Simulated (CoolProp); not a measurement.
Properties of CH3F (R41) along the isotherm 425 K.

Computed with CoolProp (reference Helmholtz-energy equation of state, Lemmon 2006). It is a short technical equation, of lower accuracy than the large ones.

```csv
p (kPa),phase,Z,cv (kJ/(kg K))
2680,gas,0.9336,1.141
5370,gas,0.8687,1.177
8050,supercritical,0.8072,1.212
10700,supercritical,0.7518,1.244
13400,supercritical,0.7041,1.270
16100,supercritical,0.6689,1.289
18800,supercritical,0.6483,1.300
21500,supercritical,0.6420,1.305
24200,supercritical,0.6471,1.306
26800,supercritical,0.6598,1.306
29500,supercritical,0.6784,1.306
```
